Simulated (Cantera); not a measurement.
An adiabatic, constant-volume homogeneous reactor starts with CH4 : CO : O2 : N2 = 1 : 0.11 : 3.74 : 14 (molar parts), equivalence ratio 0.55, at 1700 K and 10.0 bar. Integrator tolerance rtol = 1e-08.

Computed with Cantera and GRI-Mech 3.0 (53 species, 325 reactions).

```tsv
quantity	before	after
time of steepest temperature rise	28.1 µs	0.296 ms
temperature at 6.00 s	2847 K	2690 K
equilibrium temperature	2847 K	2690 K
x(CH4) at 6.00 s	<1e-12 (gas-phase equilibrium <1e-12)	<1e-12 (gas-phase equilibrium <1e-12)
x(CO) at 6.00 s	0.00817 (gas-phase equilibrium 0.00817)	0.00420 (gas-phase equilibrium 0.00420)
x(O2) at 6.00 s	0.0768 (gas-phase equilibrium 0.0768)	0.0790 (gas-phase equilibrium 0.0790)
x(HO2) at 6.00 s	2.94e-5 (gas-phase equilibrium 2.94e-5)	2.26e-5 (gas-phase equilibrium 2.26e-5)
x(H2O2) at 6.00 s	1.48e-6 (gas-phase equilibrium 1.48e-6)	1.26e-6 (gas-phase equilibrium 1.26e-6)
x(C2H6) at 6.00 s	<1e-12 (gas-phase equilibrium <1e-12)	<1e-12 (gas-phase equilibrium <1e-12)
```

Question: Name the change that produced these shifts.
A. pressure from 10.0 bar to 5.60 bar
B. initial temperature 1700 to 1025 K
C. initial temperature 1700 to 1325 K
D. initial temperature 1700 to 1425 K

Answer: D, initial temperature 1700 to 1425 K
